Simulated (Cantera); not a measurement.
A perfectly stirred reactor is fed with H2 : O2 = 0.044 : 1 (molar parts), at 10.00 Torr; it is held at 1350 K, and followed from long to short residence time.

Cantera simulation using the H2/O2 subset of GRI-Mech 3.0, which has no nitrogen chemistry; the numbers are that mechanism's predictions, not measurements. Radical loss at walls, strong at low pressure, is not modelled. The temperature is held fixed by assumption; the heat of reaction is taken as removed at once.

Question: Predict: x(H2) at τ = 15.0 s; x(O2) at τ = 15.0 s; x(H2O2) at τ = 15.0 s; x(O) at τ = 15.0 s; x(OH) at τ = 15.0 s; x(H2) at τ = 0.360 s; x(O2) at τ = 0.360 s; x(H2O2) at τ = 0.360 s; x(O) at τ = 0.360 s; x(OH) at τ = 0.360 s.

Answer: 
| Item | Value |
|---|---|
| x(H2) at τ = 15.0 s | 2.56e-5 |
| x(O2) at τ = 15.0 s | 0.956 |
| x(H2O2) at τ = 15.0 s | 1.49e-8 |
| x(O) at τ = 15.0 s | 0.000861 |
| x(OH) at τ = 15.0 s | 0.000798 |
| x(H2) at τ = 0.360 s | 0.000245 |
| x(O2) at τ = 0.360 s | 0.947 |
| x(H2O2) at τ = 0.360 s | 4.08e-8 |
| x(O) at τ = 0.360 s | 0.00875 |
| x(OH) at τ = 0.360 s | 0.00253 |
